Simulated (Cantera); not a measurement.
A Cantera script and what it prints.

```python
import numpy as np
import cantera as ct

gas_names = """
    CL CL2 H HCL H2 N NH NH2 NH3 N2 N2H2 N2H4 Si SiCL SiCL2 SiCL3 SiCL4 SiH SiHCL3 SiH2 SiH2CL2 SiH3
    SiH3CL SiH4 SiN Si2 Si2N Si3
""".split()
cond_names = """
    NH4CL(a) NH4CL(b) Si(cr) Si(L) Si3N4(a)
""".split()


# ... load() reads the species with a 1 bar reference pressure and builds the phases ...
atoms = {
    'SiCl4': {'Si': 1, 'CL': 4},
    'NH3': {'N': 1, 'H': 3},
    'H2': {'H': 2},
}
top_T = {'Si3N4(a)': 2400}  # K; cautious upper limits of use, not melting points


# ... equilibrate(T, P, feed) seeds the gas with the atoms and calls Mixture.equilibrate('TP', solver="vcs", rtol=1e-11, max_steps=5000) ...
results = []
feed = {'SiCl4': 1, 'NH3': 42, 'H2': 3.5}  # mol
for P in [5, 21, 85, 350, 1400, 5900, 24000, 100000]:
    for T in [723, 873, 1023, 1173, 1323, 1473, 1623, 1773, 1923, 2073]:
        mix = equilibrate(T, P, feed)
        results.append((T, P, feed, dict(zip(mix.species_names, mix.species_moles))))

for T, P, feed, n in results:
    print(f"{T:7g} {P:10.4g}  " + (" + ".join(c for c in cond_names if n.get(c, 0) > 1e-12) or "gas only"))
```

Output:

```
    723          5  Si3N4(a)
    873          5  Si3N4(a)
   1023          5  Si3N4(a)
   1173          5  Si3N4(a)
   1323          5  Si3N4(a)
   1473          5  Si(cr)
   1623          5  Si(cr)
   1773          5  gas only
   1923          5  gas only
   2073          5  gas only
    723         21  Si3N4(a)
    873         21  Si3N4(a)
   1023         21  Si3N4(a)
   1173         21  Si3N4(a)
   1323         21  Si3N4(a)
   1473         21  Si3N4(a)
   1623         21  Si(cr)
   1773         21  gas only
   1923         21  gas only
   2073         21  gas only
    723         85  Si3N4(a)
    873         85  Si3N4(a)
   1023         85  Si3N4(a)
   1173         85  Si3N4(a)
   1323         85  Si3N4(a)
   1473         85  Si3N4(a)
   1623         85  Si(cr)
   1773         85  Si(L)
   1923         85  gas only
   2073         85  gas only
    723        350  Si3N4(a)
    873        350  Si3N4(a)
   1023        350  Si3N4(a)
   1173        350  Si3N4(a)
   1323        350  Si3N4(a)
   1473        350  Si3N4(a)
   1623        350  Si3N4(a)
   1773        350  Si(L)
   1923        350  Si(L)
   2073        350  gas only
    723       1400  Si3N4(a)
    873       1400  Si3N4(a)
   1023       1400  Si3N4(a)
   1173       1400  Si3N4(a)
   1323       1400  Si3N4(a)
   1473       1400  Si3N4(a)
   1623       1400  Si3N4(a)
   1773       1400  Si(L)
   1923       1400  Si(L)
   2073       1400  gas only
    723       5900  Si3N4(a)
    873       5900  Si3N4(a)
   1023       5900  Si3N4(a)
   1173       5900  Si3N4(a)
   1323       5900  Si3N4(a)
   1473       5900  Si3N4(a)
   1623       5900  Si3N4(a)
   1773       5900  Si3N4(a)
   1923       5900  Si(L)
   2073       5900  Si(L)
    723    2.4e+04  Si3N4(a)
    873    2.4e+04  Si3N4(a)
   1023    2.4e+04  Si3N4(a)
   1173    2.4e+04  Si3N4(a)
   1323    2.4e+04  Si3N4(a)
   1473    2.4e+04  Si3N4(a)
   1623    2.4e+04  Si3N4(a)
   1773    2.4e+04  Si3N4(a)
   1923    2.4e+04  Si(L)
   2073    2.4e+04  Si(L)
    723      1e+05  Si3N4(a)
    873      1e+05  Si3N4(a)
   1023      1e+05  Si3N4(a)
   1173      1e+05  Si3N4(a)
   1323      1e+05  Si3N4(a)
   1473      1e+05  Si3N4(a)
   1623      1e+05  Si3N4(a)
   1773      1e+05  Si3N4(a)
   1923      1e+05  Si3N4(a)
   2073      1e+05  Si(L)
```

Cantera equilibrium calculation (NASA polynomials, part measured and part estimated; ideal gas, pure solids and liquids). The tables' values for SiCl3 are old estimates.
